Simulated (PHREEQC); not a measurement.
HCl is added in steps, without added water, to 1 kg of water holding 0.13 mol/kgw HF, 0.028 mol/kgw NaF and 0.001 mol/kgw H2SiF6, at 90 °C. O2 is buffered at 0.21 atm. The system is closed to CO2. Solids allowed: SiO2(a), Halite. Others were left out.

Base run: PHREEQC, ion-association model, phreeqc.dat. Each further column changes one thing. The table gives HF2- (mol/kgw).

```
HCl added (mol)      base  metal-ligand complexes left out  Davies equation for every ion  Debye-Hückel limiting law  all activity coefficients set to 1
---------------  --------  -------------------------------  -----------------------------  -------------------------  ----------------------------------
0                 0.00918                          0.00924                        0.00924                    0.00924                             0.00902
0.0066            0.00751                          0.00756                        0.00756                    0.00759                             0.00730
0.0132            0.00581                          0.00584                        0.00586                    0.00592                             0.00551
0.0231            0.00352                          0.00353                        0.00358                    0.00370                             0.00306
0.0297            0.00244                          0.00245                        0.00250                    0.00265                             0.00194
0.0363            0.00175                          0.00175                        0.00181                    0.00196                             0.00129
0.0429            0.00133                          0.00133                        0.00138                    0.00153                            0.000931
0.0528           0.000964                         0.000965                        0.00101                    0.00115                            0.000641
0.0594           0.000814                         0.000815                       0.000856                   0.000991                            0.000527
0.066            0.000706                         0.000706                       0.000745                   0.000876                            0.000447
```

Away from 25 °C the constants follow the database's enthalpies or fits; those with neither stay at their 25 °C values. SiF6-2 is the database's only silicon fluoride.
